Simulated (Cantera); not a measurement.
A perfectly stirred reactor is fed with C2H6 : N2 = 1 : 57 (molar parts), at 13300 Pa; it is held at 1848 K, and followed from long to short residence time.

Model: GRI-Mech 3.0 (53 species, 325 reactions), integrated in Cantera. GRI-Mech 3.0 stops at C3 and has no aromatics, soot or wall deposition, so with more carbon than oxygen in the feed, carbon stays in small species such as C2H2 where larger ones or solid carbon would form.

Task: What does this change do: pressure from 13300 Pa to 1100 Pa?

Result: 
```json
[
 {"quantity": "x(C2H6) at τ = 0.350 s", "before": "2.33e-6", "after": "1.24e-5"},
 {"quantity": "x(C2H2) at τ = 0.350 s", "before": "0.0160", "after": "0.0156"},
 {"quantity": "x(CH2) at τ = 0.350 s", "before": "2.04e-6", "after": "1.01e-5"},
 {"quantity": "x(CH4) at τ = 0.350 s", "before": "0.000668", "after": "0.00101"},
 {"quantity": "x(HCN) at τ = 0.350 s", "before": "0.000512", "after": "0.000412"},
 {"quantity": "x(C2H6) at τ = 12.0 ms", "before": "5.64e-5", "after": "0.000314"},
 {"quantity": "x(C2H2) at τ = 12.0 ms", "before": "0.0149", "after": "0.0122"},
 {"quantity": "x(CH2) at τ = 12.0 ms", "before": "1.15e-5", "after": "4.17e-5"},
 {"quantity": "x(CH4) at τ = 12.0 ms", "before": "0.00193", "after": "0.00272"},
 {"quantity": "x(HCN) at τ = 12.0 ms", "before": "0.000149", "after": "8.26e-5"}
]
```
Radical loss at walls, strong at low pressure, is not modelled.

Task: What does this change do: temperature 1848 to 1575 K?

Result: 
```
quantity                  before     after
----------------------  --------  --------
x(C2H6) at τ = 0.350 s   2.33e-6   3.50e-5
x(C2H2) at τ = 0.350 s    0.0160    0.0152
x(CH2) at τ = 0.350 s    2.04e-6   3.28e-7
x(CH4) at τ = 0.350 s   0.000668   0.00254
x(HCN) at τ = 0.350 s   0.000512   7.96e-6
x(C2H6) at τ = 12.0 ms   5.64e-5  0.000608
x(C2H2) at τ = 12.0 ms    0.0149    0.0117
x(CH2) at τ = 12.0 ms    1.15e-5   2.09e-6
x(CH4) at τ = 12.0 ms    0.00193   0.00424
x(HCN) at τ = 12.0 ms   0.000149   3.49e-6
```

Task: What does this change do: C2H6 1 to 0.3 parts?

Result: 
| quantity | before | after |
|---|---|---|
| x(C2H6) at τ = 0.350 s | 2.33e-6 | 8.53e-7 |
| x(C2H2) at τ = 0.350 s | 0.0160 | 0.00471 |
| x(CH2) at τ = 0.350 s | 2.04e-6 | 1.53e-6 |
| x(CH4) at τ = 0.350 s | 0.000668 | 0.000189 |
| x(HCN) at τ = 0.350 s | 0.000512 | 0.000666 |
| x(C2H6) at τ = 12.0 ms | 5.64e-5 | 2.16e-5 |
| x(C2H2) at τ = 12.0 ms | 0.0149 | 0.00449 |
| x(CH2) at τ = 12.0 ms | 1.15e-5 | 8.13e-6 |
| x(CH4) at τ = 12.0 ms | 0.00193 | 0.000510 |
| x(HCN) at τ = 12.0 ms | 0.000149 | 0.000190 |
